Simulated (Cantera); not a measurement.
Feed: 1 mol Zr, 0.21 mol H2O, 0.84 mol N2, held at 1477 °C and 0.350 bar.

These are equilibrium values from Cantera (NASA tables, ideal gas, pure condensed phases), not measurements of a reactor. Candidate condensed phases: H2O, Zr, ZrN, ZrO2; 28 gas species. Mutual solubility and eutectic melting of coexisting phases are not modelled. ZrN: taken at fixed stoichiometry. Condensed phases not in the tables: solid solutions among these carbides, nitrides and lower oxides. Equilibrium is a limit: real reactors are often held back by kinetics, nucleation or transport.

What is the equilibrium state?


- x(N2): 0.651
- x(H2): 0.348
- x(H): 0.000232
- x(H2O): 2.38e-5
- x(NH3): 1.89e-6
- n(ZrN(s)): 0.895 mol
- n(ZrO2(tetragonal)): 0.105 mol
- gas amount: 0.6026 mol
- log10 activity of Zr(β) (absent): -5.77
